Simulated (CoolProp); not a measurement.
A simple Rankine cycle with R141b: condensing at 324.15 K, boiler at 1.34 MPa, turbine inlet 411.7 K, turbine efficiency 0.6, pump efficiency 0.6, no recuperator. Each further row changes one setting.

Model: reference Helmholtz-energy equation of state, Lemmon 2006, in CoolProp. It is a short technical equation, of lower accuracy than the large ones.

```tsv
case	thermal efficiency (%)	net work (kJ/kg)	heat in (kJ/kg)	turbine exit temperature (K)	volume ratio over the turbine
as stated	9.7	___	270	359.7	7.56
turbine inlet 431.7 K	9.7	28.3	292	___	7.34
condensing temperature 316.15 K	10.5	29.4	279	354.7	9.67
boiler pressure 0.938 MPa	8.3	23.0	278	372.7	5.03
turbine efficiency 0.5	___	21.4	270	364.9	7.69
```

**Question.** What belongs in the gaps?

**Answer.** 
- as stated, net work (kJ/kg): 26.0
- turbine inlet 431.7 K, turbine exit temperature (K): 381.9
- turbine efficiency 0.5, thermal efficiency (%): 7.9
